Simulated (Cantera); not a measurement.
## Carbon deposition, reforming and gasification: C6H6 + O2 + N2

Feed: 1 mol C6H6, 1.2 mol O2, 2.3 mol N2, at 0.800 bar.

Method: chemical equilibrium by Gibbs-energy minimisation in Cantera with the NASA 1993 tables (ideal gas, pure condensed phases). Candidate condensed phases: C, C6H6, C7H8, C8H18, H2O; 136 gas species. Rates play no part.

| T (°C) | x H2 | x CO | x N2 | x H2O | n C(graphite) |
|---|---|---|---|---|---|
| 802 | 0.378 | 0.290 | 0.306 | 0.0111 | 3.71 |
| 877 | 0.384 | 0.305 | 0.302 | 0.00438 | 3.63 |
| 952 | 0.386 | 0.309 | 0.300 | 0.00188 | 3.61 |
| 1027 | 0.388 | 0.311 | 0.299 | 0.000878 | 3.60 |
| 1102 | 0.388 | 0.311 | 0.299 | 0.000445 | 3.60 |
| 1177 | 0.389 | 0.312 | 0.299 | 0.000242 | 3.60 |
| 1252 | 0.389 | 0.312 | 0.299 | 0.000139 | 3.60 |
| 1327 | 0.389 | 0.312 | 0.298 | 8.47e-5 | 3.59 |
| 1402 | 0.389 | 0.312 | 0.298 | 5.39e-5 | 3.59 |
| 1477 | 0.388 | 0.312 | 0.298 | 3.56e-5 | 3.59 |
| 1552 | 0.388 | 0.312 | 0.297 | 2.44e-5 | 3.58 |
x: gas mole fraction; n: condensed amount in mol.

From 802 °C to 1552 °C the condensed part is C(graphite). The main C-bearing gas is CO throughout. The share of C in condensed phases is highest at 802 °C (61.9 %) and lowest at 1552 °C (59.7 %).
